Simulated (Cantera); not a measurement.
A diamond (100) surface in a fixed gas of H2 with x(CH4) = 0.0034, x(H) = 0.00031, x(CH3) = 5e-05, at 975 K; coverages are run to steady state.

Model: the Harris–Goodwin 1993 mechanism for the reconstructed diamond (100) surface, integrated in Cantera.

One state of this run: growth (µm/h) = 1.65; θ c6HH = 0.571; θ c6H* = 0.0143; θ c6*H = 0.316; θ c6** = 0.00584; θ c6HM = 0.0699. θ: site fractions in the mechanism's names (c6HH fully hydrogenated, c6H* and c6*H radical sites, c6** diradical, c6HM methylated).

Task: Which value of P (Pa) does it belong to?
(A) 350
(B) 1100
(C) 3200
(D) 9800

Result: D, 9800
